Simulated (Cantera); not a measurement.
Ignition delay

Mixture: 3.58 % CH4, 17.9 % O2, 67.4 % N2, 11.1 % H2O, equivalence ratio 0.40, at 101000 Pa, adiabatic and at constant volume. Ignition delay is the time to a rise of 400 K.

Computed with Cantera and GRI-Mech 3.0 (53 species, 325 reactions).

```
T0 (K)  delay (ms)
------  ----------
1075           213
1150          68.5
1225          24.0
1300          9.05
1375          3.68
1450          1.62
1525         0.775
1600         0.404
1675         0.227
```

* **apparent activation energy between 1525 and 1675 K**: 170 kJ/mol
